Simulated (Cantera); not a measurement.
**Ignition delay**

Mixture: CH3OH : O2 : N2 : CO2 = 1 : 2.5 : 13.8 : 3.3 (molar parts), equivalence ratio 0.60, at 0.510 bar, adiabatic and at constant volume. Ignition delay is the time to a rise of 400 K.

Model: GRI-Mech 3.0 (53 species, 325 reactions), integrated in Cantera. Where the delays flatten at high temperature, the 400 K rule measures the pace of heat release, not the induction time.

| T0 (K) | delay (ms) |
|---|---|
| 1250 | 9.93 |
| 1350 | 2.64 |
| 1450 | 0.921 |
| 1550 | 0.424 |
| 1650 | 0.273 |
| 1750 | 0.247 |
